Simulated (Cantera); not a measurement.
Input (Python, Cantera) and output of one run.

```python
import numpy as np
import cantera as ct

gas_names = """
    CL CLO CL2 Fe FeCL FeCL2 FeCL3 FeO Fe(OH)2 Fe2CL4 Fe2CL6 H HCL HOCL HO2 H2 H2O H2O2 O OH O2 O3
""".split()
cond_names = """
    Fe(a) Fe(c) Fe(d) Fe(L) FeCL2(s) FeCL2(L) FeCL3(s) FeCL3(L) FeO(s) FeO(L) Fe(OH)2(s) Fe(OH)3(s)
    Fe2O3(s) Fe3O4(s) H2O(s) H2O(L)
""".split()


# ... load() reads the species with a 1 bar reference pressure and builds the phases ...
atoms = {
    'Fe2O3': {'Fe': 2, 'O': 3},
    'Cl2': {'CL': 2},
    'H2': {'H': 2},
}
top_T = {'Fe2O3(s)': 1830, 'Fe3O4(s)': 1870}  # K; cautious upper limits of use, not melting points


# ... equilibrate(T, P, feed) seeds the gas with the atoms and calls Mixture.equilibrate('TP', solver="vcs", rtol=1e-11, max_steps=5000) ...
results = []
feed = {'Fe2O3': 1, 'Cl2': 1.1, 'H2': 44}  # mol
T = 1123  # K
P = 77  # Pa
mix = equilibrate(T, P, feed)
results.append((T, P, feed, dict(zip(mix.species_names, mix.species_moles))))
print(gas.report(threshold=1e-06))
for i in range(1, mix.n_phases):
    print(f"{mix.phase(i).name:16s} {mix.phase_moles(i):12.5e} mol")
```

Result:

```
       temperature   1123 K
          pressure   77 Pa
           density   3.9597e-05 kg/m^3
  mean mol. weight   4.8016 kg/kmol
   phase of matter   gas

                          1 kg             1 kmol
                     ---------------   ---------------
          enthalpy        9.1021e+05        4.3704e+06  J
   internal energy       -1.0344e+06       -4.9667e+06  J
           entropy             50061        2.4037e+05  J/K
    Gibbs function       -5.5309e+07       -2.6557e+08  J
 heat capacity c_p            6591.9             31652  J/K
 heat capacity c_v            4860.3             23337  J/K

                      mass frac. Y      mole frac. X     chem. pot. / RT
                     ---------------   ---------------   ---------------
             FeCL2          0.019489         0.0007383           -69.749
                 H        3.0317e-07        1.4442e-06           -12.546
               HCL           0.35918          0.047304           -44.686
                H2           0.37176           0.88544           -25.092
               H2O           0.24957          0.066519           -61.018
     [  +17 minor]        6.8603e-07        7.7794e-08

Fe(a)             1.96670e+00 mol
FeCL2(L)          0.00000e+00 mol
FeCL3(L)          0.00000e+00 mol
FeO(s)            0.00000e+00 mol
Fe(OH)2(s)        0.00000e+00 mol
Fe(OH)3(s)        0.00000e+00 mol
Fe2O3(s)          0.00000e+00 mol
Fe3O4(s)          0.00000e+00 mol
```

Method: chemical equilibrium by Gibbs-energy minimisation in Cantera with the NASA 1993 tables (ideal gas, pure condensed phases).
